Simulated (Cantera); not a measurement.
An adiabatic, constant-volume homogeneous reactor starts with CH₄ : O₂ : N₂ = 1 : 1.54 : 5.78 (molar parts), at 1798 K and 26.0 bar. Integrator tolerance rtol = 1e-08.

Model: GRI-Mech 3.0 (53 species, 325 reactions), integrated in Cantera. The pressure lies above the range GRI-Mech 3.0 was tuned for (to about 10 atm). Above 3000 K some thermodynamic fits are extrapolated.

Question: What does this change do: initial temperature 1798 to 1350 K?

Answer: 
```csv
quantity,before,after
time of steepest temperature rise,7.50 µs,0.332 ms
temperature at 2.00 s,3342 K,3137 K
equilibrium temperature,3342 K,3137 K
x(CH₄) at 2.00 s,3.27e-11 (gas-phase equilibrium 3.84e-11),4.83e-11 (gas-phase equilibrium 5.56e-11)
x(O₂) at 2.00 s,0.00374 (gas-phase equilibrium 0.00374),0.00141 (gas-phase equilibrium 0.00141)
x(H) at 2.00 s,0.0122 (gas-phase equilibrium 0.0122),0.00599 (gas-phase equilibrium 0.00599)
x(CH₂O) at 2.00 s,7.69e-8 (gas-phase equilibrium 7.69e-8),7.77e-8 (gas-phase equilibrium 7.77e-8)
x(HO₂) at 2.00 s,1.23e-5 (gas-phase equilibrium 1.23e-5),4.73e-6 (gas-phase equilibrium 4.73e-6)
```
